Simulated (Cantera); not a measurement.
**Equilibrium for fluorocarbon and chlorocarbon gases: CHF3 + H2**

A closed system holds: 1 mol CHF3, 3.3 mol H2, equilibrated at 9.10e-5 bar.

Equilibrium computed with Cantera from the NASA thermochemical tables; the gas is ideal and each condensed phase is pure. Candidate condensed phases: C, C6H6, C7H8, C8H18; 95 gas species. The numbers say what is thermodynamically allowed, not how fast it happens.

```
T (K)    x H   x HF      x F     x H2       x C     x C3      x C2      x CF  n C(graphite)
-----  -----  -----  -------  -------  --------  -------  --------  --------  -------------
2425   0.504  0.415  0.00496   0.0722  0.000632  0.00164  0.000149  0.000128          0.946
2500   0.544  0.394   0.0105   0.0426   0.00183  0.00546  0.000503  0.000343          0.841
2575   0.565  0.364   0.0215   0.0242   0.00498   0.0169   0.00158  0.000876          0.516
2650   0.573  0.322   0.0409   0.0136    0.0112   0.0328   0.00356   0.00180              0
2725   0.591  0.275   0.0712  0.00817    0.0185   0.0281   0.00455   0.00259              0
2800   0.608  0.217    0.110  0.00503    0.0289   0.0220   0.00538   0.00324              0
2875   0.623  0.156    0.151  0.00316    0.0421   0.0152   0.00577   0.00347              0
2950   0.634  0.104    0.186  0.00200    0.0565  0.00890   0.00544   0.00318              0
```
x: gas mole fraction; n: condensed amount in mol.

From 2425 K to 2575 K the condensed part is C(graphite). From 2650 K to 2950 K nothing is condensed. The main C-bearing gas is C3 at 2425 K and C at 2950 K.
